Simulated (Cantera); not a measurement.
Input (Python, Cantera) and output of one run.

```python
import numpy as np
import cantera as ct

gas_names = """
    C CO CO2 C2 C2O C3 C3O2 C4 C5 O O2 O3 Ti TiO TiO2
""".split()
cond_names = """
    C(gr) Ti(a) Ti(b) Ti(L) TiC(s) TiC(L) TiO(a) TiO(b) TiO(L) TiO2(ru) TiO2(L) Ti2O3(a) Ti2O3(b)
    Ti2O3(L) Ti3O5(a) Ti3O5(b) Ti3O5(L) Ti4O7(s) Ti4O7(L)
""".split()


# ... load() reads the species with a 1 bar reference pressure and builds the phases ...
atoms = {
    'TiO2': {'Ti': 1, 'O': 2},
    'CO': {'C': 1, 'O': 1},
}
top_T = {'C(gr)': 4500}  # K; cautious upper limits of use, not melting points


# ... equilibrate(T, P, feed) seeds the gas with the atoms and calls Mixture.equilibrate('TP', solver="vcs", rtol=1e-11, max_steps=5000) ...
results = []
feed = {'TiO2': 1, 'CO': 1.5}  # mol
T = 1998.15  # K
P = 13332.2  # Pa
mix = equilibrate(T, P, feed)
results.append((T, P, feed, dict(zip(mix.species_names, mix.species_moles))))
print(gas.report(threshold=1e-06))
for i in range(1, mix.n_phases):
    print(f"{mix.phase(i).name:16s} {mix.phase_moles(i):12.5e} mol")
```

Output:

```
       temperature   1998.2 K
          pressure   13332 Pa
           density   0.023453 kg/m^3
  mean mol. weight   29.225 kg/kmol
   phase of matter   gas

                          1 kg             1 kmol
                     ---------------   ---------------
          enthalpy         -2.49e+06       -7.2769e+07  J
   internal energy       -3.0584e+06       -8.9382e+07  J
           entropy            9631.1        2.8147e+05  J/K
    Gibbs function       -2.1734e+07       -6.3518e+08  J
 heat capacity c_p            1304.4             38120  J/K
 heat capacity c_v            1019.9             29806  J/K

                      mass frac. Y      mole frac. X     chem. pot. / RT
                     ---------------   ---------------   ---------------
                CO           0.88565           0.92407           -36.447
               CO2           0.11434          0.075932            -59.97
              TiO2         4.281e-06        1.5665e-06           -71.569
     [  +12 minor]        5.0611e-07        6.7123e-07

C(gr)             0.00000e+00 mol
Ti(L)             0.00000e+00 mol
TiC(s)            0.00000e+00 mol
TiO(b)            0.00000e+00 mol
TiO2(ru)          5.44400e-01 mol
Ti2O3(b)          0.00000e+00 mol
Ti3O5(b)          0.00000e+00 mol
Ti4O7(L)          1.13899e-01 mol
```

Method: chemical equilibrium by Gibbs-energy minimisation in Cantera with the NASA 1993 tables (ideal gas, pure condensed phases). Mutual solubility and eutectic melting of coexisting phases are not modelled. Condensed phases not in the tables: Magnéli phases beyond Ti4O7.
